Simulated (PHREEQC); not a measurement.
Dissolve 120 mmol/kgw HF, 55 mmol/kgw (CH3)4NF, 1.7 mmol/kgw H2SiF6 and 56 mmol/kgw H2SO4 at 20 °C. Closed to the air; pH follows from the charge balance.

The numbers come from PHREEQC with the ion-association model, wateq4f.dat.

Each row changes one thing in this solution. No solid was allowed to form.

```tsv
case	pH	ionic strength (mol/kgw)	HF (mol/kgw)	H2F2 (mol/kgw)	HSO4- (mol/kgw)	SO4-2 (mol/kgw)	SI of Quartz (SiO2)
as made	1.54	0.118	0.102	0.0333	0.0302	0.0258	-7.93
HF from 0.12 to 0.012 mol/kgw	?	0.117	0.0491	0.00771	0.0294	0.0266	-6.07
temperature from 20 to 10 °C	1.52	0.121	0.0922	0.0384	0.0282	0.0278	-8.34
temperature from 20 to 50 °C	1.63	0.105	0.132	0.0181	0.0367	0.0193	-6.60
(CH3)4NF replaced by NaF at the same molality	1.53	0.115	0.102	0.0333	0.0294	0.0244	-7.90
H2SO4 from 0.056 to 0.0504 mol/kgw	1.61	0.112	0.102	?	0.0252	0.0252	-8.05
diluted 5-fold with water	2.02	0.0296	0.0273	0.00234	0.00385	0.00735	-5.92
```

**Question.** Complete the blanks.

**Answer.** 
- HF from 0.12 to 0.012 mol/kgw, pH: 1.57
- H2SO4 from 0.056 to 0.0504 mol/kgw, H2F2 (mol/kgw): 0.0330

(CH3)4N+ isn't in the database: it is added as a free cation with an ion size of 4 Å. wateq4f.dat counts part of the HF as a dimer, H2F2, which phreeqc.dat doesn't know; its constant is uncertain. Constants without temperature data keep their 25 °C values here. SiF6-2 is the database's only silicon fluoride.
